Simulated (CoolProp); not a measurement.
Computed with CoolProp (reference Helmholtz-energy equation of state, Lemmon 2016).

Task: Give the vapour pressure (MPa), liquid density (kg/m³), liquid cp (kJ/(kg K)) of saturated R115 at 39.05, 65.55 °C.

Result: 
```json
[
 {"T (°C)": "39.05", "p (MPa)": "1.28", "liquid density (kg/m³)": "1210", "liquid cp (kJ/(kg K))": "1.19"},
 {"T (°C)": "65.55", "p (MPa)": "2.32", "liquid density (kg/m³)": "1020", "liquid cp (kJ/(kg K))": "1.64"}
]
```
